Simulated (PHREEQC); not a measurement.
Synthetic water in mg/L, 20 °C, pH 6.43, pe 0.1: Na 1.62; K 0.108; Ca 1.2; Mg 0.104; Cl 0.955; S(6) as SO4 4.67; Alkalinity as HCO3 1.5; B 0.034; Mn(2) 0.0363; Zn 0.081; F 0.000438; Fe(2) 0.000839.

Valence states are taken as typed.

All values are PHREEQC results (ion-association model, wateq4f.dat), not measurements.

```tsv
quantity	before	after
HCO3- (mol/kgw)	2.49e-5	2.47e-5
CO2 (mol/kgw)	2.19e-5	1.74e-5
CaSO4 (mol/kgw)	2.38e-7	3.17e-7
MgSO4 (mol/kgw)	3.67e-8	8.25e-8
NaSO4- (mol/kgw)	1.54e-8	1.88e-8
ZnSO4 (mol/kgw)	1.16e-8	1.43e-8
SI of Rhodochrosite (MnCO3)	-3.66	-3.34
SI of Gypsum (CaSO4:2H2O)	-4.32	-4.27
```

Q: What was changed between the two runs?
(A) Na from 1.62 to 3.24 mg/L
(B) all concentrations times 2 at the same typed pH
(C) temperature from 20 to 55 °C at the same typed pH
(D) pH from 6.43 to 7.43 at the same alkalinity

A: C, temperature from 20 to 55 °C at the same typed pH

This is a speciation only: nothing precipitates in the calculation. Constants without temperature data keep their 25 °C values here. Real BF4- forms and hydrolyses slowly; the run takes it at equilibrium. Fluoro complexes past AlF4- and FeF3 are missing from the database.
